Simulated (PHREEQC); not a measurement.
Dissolve 150 mmol/kgw ZnSO4 and 180 mmol/kgw KHSO4 at 20 °C. It is in equilibrium with CO2 at log p = -3.4 (atm). Otherwise closed; pH follows from the charge balance.

Equilibrium calculation in PHREEQC: ion-association model, wateq4f.dat.

Question: The ionic strength comes out as 0.540 mol/kgw. What activity coefficients do SO4-2, K+, KSO4-, HSO4-, H+ get?

Answer: SO4-2 0.20, K+ 0.64, KSO4- 0.69, HSO4- 0.66, H+ 0.76.

Precipitation was switched off in this run. Complexes and solids missing from the database can't appear.
